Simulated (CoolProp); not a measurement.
c-C4F8 (RC318) along the isobar 6.24 bar: Z from the reference equation and from simpler models built on Tc = 115.2 °C, pc = 27.78 bar, ω = 0.355; each cubic takes its own stable root.

Model: reference Helmholtz-energy equation of state, Platzer 1990, in CoolProp. This equation is an older, rougher fit.

```
T (°C)  phase  reference  Pitzer virial  van der Waals  Soave-Redlich-Kwong  Peng-Robinson
------  -----  ---------  -------------  -------------  -------------------  -------------
68.75     gas     0.8706         0.8751         0.9010               0.8690         0.8596
86.35     gas     0.8941         0.8957         0.9132               0.8917         0.8826
103.95    gas     0.9120         0.9123         0.9235               0.9097         0.9010
121.45    gas     0.9260         0.9257         0.9321               0.9241         0.9159
139.05    gas     0.9373         0.9367         0.9394               0.9361         0.9282
156.55    gas     0.9465         0.9459         0.9457               0.9459         0.9384
174.15    gas     0.9542         0.9536         0.9512               0.9542         0.9470
191.75    gas     0.9607         0.9601         0.9560               0.9611         0.9543
209.25    gas     0.9661         0.9655         0.9601               0.9670         0.9605
226.85    gas     0.9708         0.9703         0.9638               0.9721         0.9659
```
